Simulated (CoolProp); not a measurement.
Properties of n-nonane along the isotherm 600 K.

The numbers come from the reference Helmholtz-energy equation of state, Lemmon 2006 in CoolProp. It is a short technical equation, of lower accuracy than the large ones.

| p (MPa) | phase | cv (kJ/(kg K)) | speed of sound (m/s) | expansivity (1/kK) | conductivity (mW/(m K)) |
|---|---|---|---|---|---|
| 0.104 | gas | 2.795 | 196.6 | 1.767 | 41.1 |
| 0.207 | gas | 2.799 | 193.6 | 1.876 | 41.2 |
| 0.311 | gas | 2.804 | 190.4 | … | … |
| 0.415 | gas | 2.808 | 187.2 | 2.131 | … |
| 0.519 | gas | 2.813 | 183.8 | 2.280 | 41.8 |
| 0.622 | gas | 2.819 | 180.4 | 2.445 | 42.0 |
| 0.726 | gas | 2.824 | 176.7 | 2.632 | 42.2 |
| 0.83 | gas | … | 173.0 | 2.843 | 42.5 |
| 0.934 | gas | 2.835 | 169.0 | 3.083 | 42.7 |
| 1.04 | gas | 2.842 | 164.8 | 3.366 | … |
| 1.14 | gas | 2.848 | 160.6 | 3.674 | 43.3 |

Question: Complete the blanks.

Answer: 
- 0.311, expansivity (1/kK): 1.997
- 0.311, conductivity (mW/(m K)): 41.4
- 0.415, conductivity (mW/(m K)): 41.6
- 0.83, cv (kJ/(kg K)): 2.829
- 1.04, conductivity (mW/(m K)): 43.0

Thermal conductivity comes from a separate model (Huber 2005).
